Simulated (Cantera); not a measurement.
Charge: 1 mol SiH4, 0.44 mol O3, 0.39 mol H2, at 1425 K and 0.120 bar.

Cantera equilibrium calculation (NASA polynomials, part measured and part estimated; ideal gas, pure solids and liquids). Candidate condensed phases: H2O, Si, SiO2; 18 gas species. Mutual solubility and eutectic melting of coexisting phases are not modelled. The tables hold silica as quartz up to 1696 K and as liquid above; real silica turns to tridymite and cristobalite and melts near 1996 K. Kinetics and transport are ignored.

Base state: H2 0.999, SiO 0.00102, H 1.97e-5 (mole fractions); condensed: Si(s) + SiO2(β-quartz).

Q: What changes in the equilibrium state with this change: pressure from 0.120 bar to 0.0190 bar?

A: 
| species | before | after |
|---|---|---|
| H2 | 0.999 | 0.993 |
| SiO | 0.00102 | 0.00646 |
| H | 1.97e-5 | 4.93e-5 |
| Si(s), mol | 0.339 | 0.332 |
| SiO2(β-quartz), mol | 0.659 | 0.652 |
